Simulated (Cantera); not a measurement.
**Ignition delay**

Mixture: CH4 : O2 : N2 = 1 : 2.99 : 19.7 (molar parts), equivalence ratio 0.67, at 1.40 bar, adiabatic and at constant pressure. Ignition delay is the time to a rise of 400 K.

Detailed kinetics in Cantera: GRI-Mech 3.0 (53 species, 325 reactions).

```json
[
 {"T0 (K)": "1200", "delay (ms)": "47.4"},
 {"T0 (K)": "1300", "delay (ms)": "12.4"},
 {"T0 (K)": "1400", "delay (ms)": "3.68"},
 {"T0 (K)": "1500", "delay (ms)": "1.25"},
 {"T0 (K)": "1600", "delay (ms)": "0.491"},
 {"T0 (K)": "1700", "delay (ms)": "0.224"},
 {"T0 (K)": "1800", "delay (ms)": "0.117"},
 {"T0 (K)": "1900", "delay (ms)": "0.0717"},
 {"T0 (K)": "2000", "delay (ms)": "0.0525"}
]
```

```
Quantity                                                 Value
--------------------------------------------------  ----------
apparent activation energy between 1800 and 2000 K  120 kJ/mol
```
